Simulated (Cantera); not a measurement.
A closed system holds: 1 mol FeS₂, 0.18 mol H₂S, 3.7 mol N₂, equilibrated at 1600 K and 1.90 bar.

These are equilibrium values from Cantera (NASA tables, ideal gas, pure condensed phases), not measurements of a reactor. Candidate condensed phases: Fe, FeS, FeS₂, S; 16 gas species. FeS: taken at fixed stoichiometry. Rates play no part.

Base state: N₂ 0.836, S₂ 0.122, H₂S 0.0211, H₂ 0.0190, SH 0.00113, S 3.07e-5 (mole fractions); condensed: FeS(l).

What changes in the equilibrium state with this change: H₂S from 0.18 to 0.78 mol?


| species | before | after |
|---|---|---|
| N₂ | 0.836 | 0.717 |
| S₂ | 0.122 | 0.131 |
| H₂S | 0.0211 | 0.0802 |
| H₂ | 0.0190 | 0.0697 |
| SH | 0.00113 | 0.00225 |
| H | 5.44e-6 | 1.04e-5 |
| S | 3.07e-5 | 3.17e-5 |
| FeS(l), mol | 1.00 | 1.00 |
